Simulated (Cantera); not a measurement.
Feed: 1 mol HBr, 0.7 mol H₂O, equilibrated at 377 °C and 0.0133 bar.

Method: chemical equilibrium by Gibbs-energy minimisation in Cantera with the NASA 1993 tables (ideal gas, pure condensed phases). Candidate condensed phases: Br₂, H₂O; 12 gas species. Rates play no part.

Base state: HBr 0.588, H₂O 0.412, H₂ 1.24e-5, Br₂ 1.22e-5 (mole fractions); condensed: gas only.

Problem. What changes in the equilibrium state with this change: temperature from 377 °C to 2875 °C?

Solution. 
```tsv
species	before	after
H	<1e-9	0.493
Br	3.13e-7	0.265
O	<1e-9	0.140
HBr	0.588	0.00571
H₂O	0.412	0.00771
OH	<1e-9	0.0258
H₂	1.24e-5	0.0546
O₂	<1e-9	0.00777
Br₂	1.22e-5	2.11e-6
```
